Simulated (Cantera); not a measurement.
Input: 1 mol Si, a varied amount of HCl, held at 500 °C and 200 Pa.

Cantera equilibrium calculation (NASA polynomials, part measured and part estimated; ideal gas, pure solids and liquids). Candidate condensed phases: Si; 19 gas species. Kinetics and transport are ignored.

What share of the Si ends up in condensed phases as a function of n(HCl) (mol), at 1.5, 1.9, 2.4, 3.1, 4, 5.2, 6.6, 8.5, 11, 14, 18?


```json
[
 {"n(HCl) (mol)": "1.5", "Si condensed (%)": "61.9", "as": "Si(s)"},
 {"n(HCl) (mol)": "1.9", "Si condensed (%)": "51.7", "as": "Si(s)"},
 {"n(HCl) (mol)": "2.4", "Si condensed (%)": "39.0", "as": "Si(s)"},
 {"n(HCl) (mol)": "3.1", "Si condensed (%)": "21.3", "as": "Si(s)"},
 {"n(HCl) (mol)": "4", "Si condensed (%)": "0.0", "as": "-"},
 {"n(HCl) (mol)": "5.2", "Si condensed (%)": "0.0", "as": "-"},
 {"n(HCl) (mol)": "6.6", "Si condensed (%)": "0.0", "as": "-"},
 {"n(HCl) (mol)": "8.5", "Si condensed (%)": "0.0", "as": "-"},
 {"n(HCl) (mol)": "11", "Si condensed (%)": "0.0", "as": "-"},
 {"n(HCl) (mol)": "14", "Si condensed (%)": "0.0", "as": "-"},
 {"n(HCl) (mol)": "18", "Si condensed (%)": "0.0", "as": "-"}
]
```
